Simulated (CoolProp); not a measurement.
Vapour-liquid equilibrium of ethane (1) + CHF3 (R23) (2) at 204.8 K; x and y are mole fractions of (1).

Computed with CoolProp (multi-fluid Helmholtz-energy mixture model, Bücker 2006 and Penoncello 2003; pair parameters Bell 2016).

| x | bubble pressure, mixture model (MPa) | bubble pressure, Raoult's law (MPa) | y, mixture model | y, Raoult's law |
|---|---|---|---|---|
| 0.05 | 0.2956 | 0.2132 | 0.304 | 0.063 |
| 0.125 | 0.3642 | 0.2176 | 0.455 | 0.154 |
| 0.2 | 0.3937 | 0.2219 | 0.510 | 0.242 |
| 0.275 | 0.4049 | 0.2263 | 0.532 | 0.326 |
| 0.35 | 0.4084 | 0.2307 | 0.540 | 0.407 |
| 0.425 | 0.4092 | 0.2350 | 0.543 | 0.486 |
| 0.5 | 0.4094 | 0.2394 | 0.544 | 0.561 |
| 0.575 | 0.4094 | 0.2438 | 0.547 | 0.633 |
| 0.65 | 0.4084 | 0.2481 | 0.555 | 0.703 |
| 0.725 | 0.4045 | 0.2525 | 0.572 | 0.771 |
| 0.8 | 0.3937 | 0.2568 | 0.606 | 0.836 |
| 0.875 | 0.3696 | 0.2612 | 0.672 | 0.899 |
| 0.95 | 0.3217 | 0.2656 | 0.808 | 0.960 |

The largest gap from Raoult's law is +78.9 % in bubble pressure, at x = 0.275. y crosses x between x = 0.5 and 0.575: the model has an azeotrope there.

Pair parameters are fitted to limited data, so mixtures are less certain than the pure fluids. With so large a gap from Raoult's law the liquid may split in two, which this calculation doesn't test in full.
